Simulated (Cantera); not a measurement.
# Stirred combustor or abatement burner

A perfectly stirred reactor is fed with C₃H₈ : O₂ : N₂ = 1 : 7.94 : 29.8 (molar parts), at 7500 Torr; it is adiabatic with a 725 K inlet, and is followed from long to short residence time, starting on the burning branch (τ in s: 0.062, 0.026, 0.011, 0.0047, 0.002, 0.00084, 0.00036, 0.00015, 6.4e-05, 2.7e-05, 1.1e-05, 4.8e-06).

Model: GRI-Mech 3.0 (53 species, 325 reactions), integrated in Cantera. GRI-Mech 3.0 was tuned for natural gas; its chemistry of propane as a main component is partial and can be far from experiment.

```
τ (s)    T (K)   x C₃H₈    x O₂   x H₂O₂    x C₂H₆    x CH₂
-------  -----  -------  ------  -------  --------  -------
0.062     2093  8.91e-8  0.0733  2.18e-7  3.21e-10  5.57e-9
0.026     2093  2.07e-7  0.0735  2.24e-7  7.39e-10  1.32e-8
0.011     2092  4.71e-7  0.0737  2.38e-7   1.64e-9  3.05e-8
0.0047    2089  1.03e-6  0.0738  2.66e-7   3.44e-9  6.84e-8
0.0020    2083  2.15e-6  0.0740  3.17e-7   6.89e-9  1.49e-7
0.00084   2073  4.36e-6  0.0743  4.06e-7   1.36e-8  3.18e-7
0.00036   2056  8.44e-6  0.0750  5.38e-7   2.71e-8  6.42e-7
0.00015   2028  1.66e-5  0.0762  7.38e-7   6.09e-8  1.29e-6
6.4e-5    1982  3.34e-5  0.0787  1.03e-6   1.57e-7  2.50e-6
2.7e-5    1900  8.10e-5  0.0840  1.52e-6   5.68e-7  4.95e-6
1.1e-5     725   0.0258   0.205   <1e-12    <1e-12   <1e-12
4.8e-6     725   0.0258   0.205   <1e-12    <1e-12   <1e-12
```
x: mole fraction; the columns are a selection and need not sum to one.
